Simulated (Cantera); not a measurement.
Cantera run:

```python
import numpy as np
import cantera as ct

gas_names = """
    N NO NO2 NO3 N2 N2O O O2 O3 Pb PbO Pb2
""".split()
cond_names = """
    Pb(cr) Pb(L) PbO(rd) PbO(yw) PbO(L) PbO2(s) Pb3O4(s)
""".split()


# ... load() reads the species with a 1 bar reference pressure and builds the phases ...
atoms = {
    'PbO': {'Pb': 1, 'O': 1},
    'O2': {'O': 2},
    'N2': {'N': 2},
}
top_T = {'Pb3O4(s)': 820}  # K; cautious upper limits of use, not melting points


# ... equilibrate(T, P, feed) seeds the gas with the atoms and calls Mixture.equilibrate('TP', solver="vcs", rtol=1e-11, max_steps=5000) ...
results = []
feed = {'PbO': 1, 'O2': 2.2, 'N2': 44}  # mol
P = 1000  # Pa
for T in [598, 698, 798, 898, 998, 1098, 1198, 1298, 1398, 1498]:
    mix = equilibrate(T, P, feed)
    results.append((T, P, feed, dict(zip(mix.species_names, mix.species_moles))))
    x = sorted(zip(gas.X, gas.species_names), reverse=True)
    print(f"T = {T:g} K  P = {P:g} Pa  gas = {mix.phase_moles(0):.4g} mol")
    print("   x: " + "  ".join(f"{s} {v:.3e}" for v, s in x if v > 1e-06))
    print("   condensed (mol): " + ("  ".join(f"{mix.phase(i).name} {mix.phase_moles(i):.4g}"
          for i in range(1, mix.n_phases) if mix.phase_moles(i) > 1e-12) or "none"))
```

Result:

```
T = 598 K  P = 1000 Pa  gas = 46.2 mol
   x: N2 9.524e-01  O2 4.762e-02
   condensed (mol): PbO(rd) 1
T = 698 K  P = 1000 Pa  gas = 46.2 mol
   x: N2 9.524e-01  O2 4.762e-02
   condensed (mol): PbO(rd) 1
T = 798 K  P = 1000 Pa  gas = 46.2 mol
   x: N2 9.524e-01  O2 4.762e-02  NO 1.013e-06
   condensed (mol): PbO(yw) 1
T = 898 K  P = 1000 Pa  gas = 46.2 mol
   x: N2 9.524e-01  O2 4.762e-02  NO 4.698e-06
   condensed (mol): PbO(yw) 1
T = 998 K  P = 1000 Pa  gas = 46.2 mol
   x: N2 9.523e-01  O2 4.761e-02  PbO 2.850e-05  NO 1.602e-05
   condensed (mol): PbO(yw) 0.9987
T = 1098 K  P = 1000 Pa  gas = 46.23 mol
   x: N2 9.518e-01  O2 4.757e-02  PbO 5.865e-04  NO 4.366e-05  Pb 3.276e-06
   condensed (mol): PbO(yw) 0.9727
T = 1198 K  P = 1000 Pa  gas = 46.51 mol
   x: N2 9.459e-01  O2 4.731e-02  PbO 6.547e-03  Pb 1.160e-04  NO 1.002e-04
   condensed (mol): PbO(L) 0.6901
T = 1298 K  P = 1000 Pa  gas = 47.22 mol
   x: N2 9.317e-01  O2 4.696e-02  PbO 2.022e-02  Pb 9.541e-04  NO 2.009e-04
   condensed (mol): none
T = 1398 K  P = 1000 Pa  gas = 47.25 mol
   x: N2 9.311e-01  O2 4.741e-02  PbO 1.909e-02  Pb 2.070e-03  NO 3.700e-04  O 1.997e-06
   condensed (mol): none
T = 1498 K  P = 1000 Pa  gas = 47.29 mol
   x: N2 9.301e-01  O2 4.812e-02  PbO 1.730e-02  Pb 3.848e-03  NO 6.302e-04  O 8.657e-06
   condensed (mol): none
```

Cantera equilibrium calculation (NASA polynomials, part measured and part estimated; ideal gas, pure solids and liquids). Gases not in the tables: (PbO)n polymers.
